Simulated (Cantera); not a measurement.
Input (Python, Cantera) and output of one run.

```python
import numpy as np
import cantera as ct

gas_names = [...]  # 123 gases of nasa_gas.yaml made of C, H, O, Si
cond_names = """
    C(gr) C6H6(L) C7H8(L) C8H18(L),n-octa H2O(s) H2O(L) Si(cr) Si(L) SiC(b) SiO2(Lqz) SiO2(hqz) SiO2(L)
""".split()


# ... load() reads the species with a 1 bar reference pressure and builds the phases ...
atoms = {
    'HMDSO': {'Si': 2, 'C': 6, 'H': 18, 'O': 1},
    'H2O': {'H': 2, 'O': 1},
    'H2': {'H': 2},
}
top_T = {'C(gr)': 4500, 'SiC(b)': 3050}  # K; cautious upper limits of use, not melting points


# ... equilibrate(T, P, feed) seeds the gas with the atoms and calls Mixture.equilibrate('TP', solver="vcs", rtol=1e-11, max_steps=5000) ...
results = []
feed = {'HMDSO': 1, 'H2O': 3.6, 'H2': 36}  # mol
T = 2123  # K
P = 16  # Pa
mix = equilibrate(T, P, feed)
results.append((T, P, feed, dict(zip(mix.species_names, mix.species_moles))))
x = sorted(zip(gas.X, gas.species_names), reverse=True)
print(f"T = {T:g} K  P = {P:g} Pa  gas = {mix.phase_moles(0):.4g} mol")
print("   x: " + "  ".join(f"{s} {v:.3e}" for v, s in x if v > 1e-06))
print("   condensed (mol): " + ("  ".join(f"{mix.phase(i).name} {mix.phase_moles(i):.4g}"
      for i in range(1, mix.n_phases) if mix.phase_moles(i) > 1e-12) or "none"))
```

Output:

```
T = 2123 K  P = 16 Pa  gas = 62.35 mol
   x: H2 6.628e-01  H 2.309e-01  CO 7.349e-02  Si 2.875e-02  SiC2 2.038e-03  C2H2,acetylene 1.098e-03  Si2C 4.122e-04  SiO 2.877e-04  SiH 1.530e-04  Si2 1.065e-05  C2H 1.060e-05  SiH2 3.678e-06  C3 2.995e-06  C 2.308e-06  SiC 1.362e-06
   condensed (mol): C(gr) 0.9988
```

Method: chemical equilibrium by Gibbs-energy minimisation in Cantera with the NASA 1993 tables (ideal gas, pure condensed phases). The feed counts by its element totals alone.
